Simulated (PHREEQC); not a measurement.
Make-up at 25 °C: 0.0043 mol/kgw ZnSO4, 0.00043 mol/kgw CuCl2, 0.015 mol/kgw H2SO4 and 0.0003 mol/kgw HF. Closed to the air; pH follows from the charge balance.

Computed with PHREEQC (ion-association model, phreeqc.dat).

The pH comes out as 1.74, the ionic strength is 0.0391 mol/kgw and the specific conductance is 8270 µS/cm. The total alkalinity is -30.3 meq/kg.

```json
[
 {"species": "H+", "molality": "0.0210", "activity": "0.0182", "log γ": "-0.064"},
 {"species": "HSO4-", "molality": "0.00899", "activity": "0.00751", "log γ": "-0.078"},
 {"species": "SO4-2", "molality": "0.00860", "activity": "0.00425", "log γ": "-0.306"},
 {"species": "Zn+2", "molality": "0.00282", "activity": "0.00140", "log γ": "-0.304"},
 {"species": "ZnSO4", "molality": "0.00138", "activity": "0.00139", "log γ": "0.004"},
 {"species": "Cl-", "molality": "0.000856", "activity": "0.000711", "log γ": "-0.081"},
 {"species": "Cu+2", "molality": "0.000298", "activity": "0.000153", "log γ": "-0.290"},
 {"species": "HF", "molality": "0.000287", "activity": "0.000289", "log γ": "0.004"},
 {"species": "CuSO4", "molality": "0.000131", "activity": "0.000133", "log γ": "0.004"}
]
```

Precipitation was switched off in this run.
